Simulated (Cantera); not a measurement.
Feed: 1 mol Mg(OH)₂, a varied amount of CO₂, 0.021 mol H₂, equilibrated at 1723 K and 13.3 mbar.

These are equilibrium values from Cantera (NASA tables, ideal gas, pure condensed phases), not measurements of a reactor. Candidate condensed phases: C, C₆H₆, C₇H₈, C₈H₁₈, H₂O, Mg, MgCO₃, MgO, Mg(OH)₂; 116 gas species. Rates play no part.

x: gas mole fraction; n: condensed amount in mol.

```tsv
n(CO₂) (mol)	x H₂O	x CO₂	x H₂	x CO	x O₂	n MgO(s)
0.12	0.880	0.0997	0.0136	0.00542	0.000203	1.000
0.2	0.824	[?]	[?]	[?]	[?]	1.000
0.33	0.747	0.235	0.00793	0.00877	0.000432	1.000
0.54	0.647	0.336	0.00538	0.00980	0.000704	1.000
0.88	0.532	0.452	0.00345	0.0103	0.00116	1.000
1.4	0.418	0.567	0.00219	0.0104	0.00178	1.000
2.4	[?]	[?]	[?]	0.0104	[?]	1.000
3.9	0.206	0.779	0.000786	0.0105	0.00333	1.000
6.4	0.136	0.848	0.000479	0.0105	0.00393	1.000
```

Fill in the missing entries.


- 0.2, x CO₂: 0.156
- 0.2, x H₂: 0.0108
- 0.2, x CO: 0.00721
- 0.2, x O₂: 0.000283
- 2.4, x H₂O: 0.296
- 2.4, x CO₂: 0.689
- 2.4, x H₂: 0.00128
- 2.4, x O₂: 0.00262
